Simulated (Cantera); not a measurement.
Si + HCl + N2 (silicon etching in halogen gases)

Input: 1 mol Si, 5.7 mol HCl, 2.4 mol N2.

These are equilibrium values from Cantera (NASA tables, ideal gas, pure condensed phases), not measurements of a reactor. Candidate condensed phases: NH4Cl, Si, Si3N4; 28 gas species. N2 is the only nitrogen source here; it is nearly inert below about 1500 K, so the nitride shown seldom forms there in practice. The tables' values for SiCl3 are old estimates. Kinetics and transport are ignored.

Stable condensed phases:

```
T in °C \ P in Pa
              1    6.8     46    320   2200  15000 100000
   1402       A      A      A      A      A      A      A
   1327       A      A      A      A      A      A      B
   1252       A      A      A      A      A      B      B
   1177       A      A      A      A      B      B      B
   1102       A      A      A      B      B      B      B
   1027       A      A      B      B      B      B      B
    952       A      B      B      B      B      B      B
    877       B      B      B      B      B      B      B
    802       B      B      B      B      B      B      B
    727       B      B      B      B      B      B      B
    652       B      B      B      B      B      B      B
    577       B      B      B      B      B      B      B
```

A: gas only; B: Si3N4.
